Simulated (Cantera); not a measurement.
An isothermal, constant-pressure homogeneous reactor starts with CH4 : H2O = 1 : 0.5 (molar parts), at 1225 K and 1.00 bar.

Detailed kinetics in Cantera: GRI-Mech 3.0 (53 species, 325 reactions). GRI-Mech 3.0 stops at C3 and has no aromatics, soot or wall deposition, so with more carbon than oxygen in the feed, carbon stays in small species such as C2H2 where larger ones or solid carbon would form.

x: mole fraction; the columns are a selection and need not sum to one.

| t (s) | x CH4 | x H2O | x CO2 | x O2 | x C2H6 |
|---|---|---|---|---|---|
| 0.000100 | 0.667 | 0.333 | <1e-12 | <1e-12 | 1.76e-11 |
| 0.000246 | 0.667 | 0.333 | <1e-12 | <1e-12 | 2.62e-10 |
| 0.000606 | 0.667 | 0.333 | <1e-12 | <1e-12 | 3.84e-9 |
| 0.00149 | 0.667 | 0.333 | <1e-12 | <1e-12 | 5.26e-8 |
| 0.00367 | 0.667 | 0.333 | <1e-12 | <1e-12 | 5.30e-7 |
| 0.00904 | 0.667 | 0.333 | <1e-12 | <1e-12 | 2.72e-6 |
| 0.0223 | 0.667 | 0.333 | <1e-12 | <1e-12 | 8.52e-6 |
| 0.0548 | 0.667 | 0.333 | <1e-12 | <1e-12 | 2.26e-5 |
| 0.135 | 0.667 | 0.333 | <1e-12 | <1e-12 | 5.62e-5 |
| 0.332 | 0.666 | 0.333 | 2.06e-12 | <1e-12 | 0.000131 |
| 0.817 | 0.666 | 0.333 | 5.24e-11 | <1e-12 | 0.000266 |
| 2.01 | 0.664 | 0.333 | (withheld) | <1e-12 | 0.000396 |
| 4.95 | 0.660 | 0.333 | (withheld) | <1e-12 | 0.000414 |
| 12.2 | 0.650 | 0.331 | (withheld) | <1e-12 | 0.000378 |
| 30.0 | 0.625 | 0.326 | (withheld) | <1e-12 | 0.000316 |

Complete the blanks.


- 2.01, x CO2: 1.17e-9
- 4.95, x CO2: 1.58e-8
- 12.2, x CO2: 1.61e-7
- 30.0, x CO2: 1.95e-6
